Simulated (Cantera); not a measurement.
Cantera with NASA thermochemical tables; ideal gases at 1 bar, condensed phases pure. Values are per mole of reaction as written; species without (g) are pure solids or liquids, kept so even where they would boil at 1 bar.

### Question
Between 423 and 548 K, where is each reaction favourable under standard conditions?
- 2 Na + Cl2(g) = 2 NaCl(g)
- 0.5 Ti + Cl2(g) = 0.5 TiCl4
- 0.6667 Fe + Cl2(g) = 0.3333 Fe2Cl6(g)

### Answer
- 2 Na + Cl2(g) = 2 NaCl(g): ΔG° is -418 kJ at 423 K and -432 kJ at 548 K; it stays negative (K > 1). ΔH° is -374 kJ and ΔS° 106 J/K at 548 K.
- 0.5 Ti + Cl2(g) = 0.5 TiCl4: ΔG° is -355 kJ at 423 K and -343 kJ at 548 K; it stays negative (K > 1). ΔH° is -396 kJ and ΔS° -97 J/K at 548 K.
- 0.6667 Fe + Cl2(g) = 0.3333 Fe2Cl6(g): ΔG° is -192 kJ at 423 K and -184 kJ at 548 K; it stays negative (K > 1). ΔH° is -217 kJ and ΔS° -59 J/K at 548 K.
